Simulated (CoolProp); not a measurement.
Saturation properties of C3F8 (R218) (Tc = 345.0 K, pc = 2.640 MPa, ω = 0.317).

The numbers come from the reference Helmholtz-energy equation of state, Lemmon 2006 in CoolProp. It is a short technical equation, of lower accuracy than the large ones.

```tsv
T (K)	p (MPa)	liquid density (kg/m³)	liquid viscosity (µPa s)
203.9	0.01759	1733	788
218.6	0.04197	1679	(withheld)
233.3	0.08803	1623	459
248	0.1667	(withheld)	361
262.7	0.2908	1502	287
277.4	0.4747	1434	230
292.1	(withheld)	1358	184
306.8	(withheld)	1269	145
321.5	1.557	1159	111
```

Problem. Complete the blanks.

Solution. 
- 218.6, liquid viscosity (µPa s): 593
- 248, liquid density (kg/m³): 1565
- 292.1, p (MPa): 0.7345
- 306.8, p (MPa): 1.088

It boils at 236.4 K under 1 atm.

Viscosity comes from a separate model (Huber 2003), an estimate that may be off by 10 % or more.
